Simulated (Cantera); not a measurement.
A Cantera script and its output.

```python
import numpy as np
import cantera as ct

gas = ct.Solution("h2o2.yaml")
gas.TPX = 948, 2200, {'H2': 0.46, 'O2': 1}
reactor = ct.IdealGasConstPressureReactor(gas, energy="off", clone=False)
net = ct.ReactorNet([reactor])
net.rtol, net.atol = 1e-08, 1e-18
show = ['H2', 'O2', 'H2O2', 'O', 'OH']
times = np.geomspace(0.0007, 10, 11)

steps = ct.SolutionArray(gas, extra=["t"])
rows = []
print(f"{'t/s':>10s}{'T/K':>9s}{'P/Pa':>11s}" + "".join(f"{s:>11s}" for s in show))
for t in times:
    while net.time < t:
        t_next = net.step()
        steps.append(gas.state, t=t_next)
    rows.append([np.interp(t, steps.t, y) for y in (steps.T, steps.P, *steps(*show).X.T)])
    print(f"{t:10.3e}{rows[-1][0]:9.1f}{rows[-1][1]:11.4g}" + "".join(f"{x:11.3e}" for x in rows[-1][2:]))
rate = np.gradient(steps.T, steps.t)
print("integrator steps:", len(steps.t))
if steps.T.max() > steps.T[0] + 200:
    print(f"time of steepest temperature rise: {steps.t[rate.argmax()]:.4e} s")
gas.TPX = 948, 2200, {'H2': 0.46, 'O2': 1}
gas.equilibrate("TP")
print(f"equilibrium (TP): T = {gas.T:.1f} K  " + "  ".join(f"{s} {gas[s].X[0]:.3e}" for s in show))
```

It prints:

```
       t/s      T/K       P/Pa         H2         O2       H2O2          O         OH
 7.000e-04    948.0       2200  3.151e-01  6.849e-01  6.516e-13  2.890e-09  9.460e-10
 1.822e-03    948.0       2200  3.150e-01  6.849e-01  4.024e-10  7.199e-06  2.361e-06
 4.743e-03    948.0       2200  2.110e-02  6.069e-01  1.525e-06  1.406e-02  5.084e-03
 1.235e-02    948.0       2200  1.796e-03  6.255e-01  1.427e-06  6.529e-04  5.483e-04
 3.214e-02    948.0       2200  3.729e-04  6.259e-01  7.995e-07  9.207e-05  1.727e-04
 8.367e-02    948.0       2200  7.238e-05  6.260e-01  3.822e-07  1.726e-05  7.814e-05
 2.178e-01    948.0       2200  1.051e-05  6.260e-01  1.623e-07  3.244e-06  3.635e-05
 5.669e-01    948.0       2200  1.148e-06  6.260e-01  6.533e-08  6.827e-07  1.719e-05
 1.476e+00    948.0       2200  1.158e-07  6.260e-01  2.610e-08  1.759e-07  8.750e-06
 3.842e+00    948.0       2200  2.047e-08  6.260e-01  1.080e-08  5.412e-08  4.835e-06
 1.000e+01    948.0       2200  6.001e-09  6.260e-01  4.543e-09  1.842e-08  2.813e-06
integrator steps: 1749
equilibrium (TP): T = 948.0 K  H2 5.470e-11  O2 6.260e-01  H2O2 6.128e-11  O 1.595e-10  OH 2.605e-07
```

Cantera simulation using the H2/O2 subset of GRI-Mech 3.0, which has no nitrogen chemistry; the numbers are that mechanism's predictions, not measurements. Radical loss at walls, strong at low pressure, is not modelled. Below about 950 K walls govern HO2 and H2O2 in real vessels. The temperature is held fixed by assumption; the heat of reaction is taken as removed at once.
